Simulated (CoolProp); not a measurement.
A single-stage vapour-compression cycle with the fluid: evaporating at 200.15 K (dew point), condensing at 256.15 K (bubble point), superheat 10 K, subcooling 0 K, compressor efficiency 0.65, no pressure losses. The same conditions are run with several fluids, on thermodynamics alone (safety and materials aside).

Values from CoolProp's reference Helmholtz-energy equation of state of each fluid (fluoroethane (R161): Wu 2012; hydrogen chloride: Thol 2018; CH3F (R41): Lemmon 2006; C3F8 (R218): Lemmon 2006; propane: Lemmon 2009).

```tsv
fluid	cooling COP	pressure ratio	discharge temperature (K)	refrigerating effect (kJ/kg)	volumetric capacity (kJ/m³)
fluoroethane (R161)	1.83	16.9	373.4	361	142
hydrogen chloride	1.65	8.45	471.9	342	1420
CH3F (R41)	1.69	9.26	407.2	369	1010
C3F8 (R218)	1.63	16.7	275.6	69.9	105
propane	1.86	13.3	332.5	343	178
```
